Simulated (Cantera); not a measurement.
A perfectly stirred reactor is fed with CO : H2 : CH4 : O2 : N2 : CO2 = 1 : 0.62 : 0.13 : 0.973 : 8.07 : 1.7 (molar parts), equivalence ratio 1.1, at 0.454 atm; it is adiabatic with a 450 K inlet, and is followed from long to short residence time, starting on the burning branch (τ in s: 0.15, 0.049, 0.016, 0.0052, 0.0017, 0.00055, 0.00018, 5.8e-05, 1.9e-05, 6.2e-06).

Cantera simulation using GRI-Mech 3.0 (53 species, 325 reactions); the numbers are that mechanism's predictions, not measurements.

Q: Predict: blow-out, bracketed by the residence times tried; x(CO) at τ = 0.150 s; x(H2) at τ = 0.150 s; x(CH4) at τ = 0.150 s; x(CO2) at τ = 0.150 s; x(CO) at τ = 0.550 ms; x(H2) at τ = 0.550 ms; x(CH4) at τ = 0.550 ms; x(CO2) at τ = 0.550 ms.

A: 
```
Property                                                                        Value
------------------------------------------------  -----------------------------------
blow-out, bracketed by the residence times tried  burning at 1.70 ms, out at 0.550 ms
x(CO) at τ = 0.150 s                                                           0.0201
x(H2) at τ = 0.150 s                                                          0.00254
x(CH4) at τ = 0.150 s                                                         4.02e-6
x(CO2) at τ = 0.150 s                                                           0.219
x(CO) at τ = 0.550 ms                                                          0.0800
x(H2) at τ = 0.550 ms                                                          0.0496
x(CH4) at τ = 0.550 ms                                                         0.0104
x(CO2) at τ = 0.550 ms                                                          0.136
```
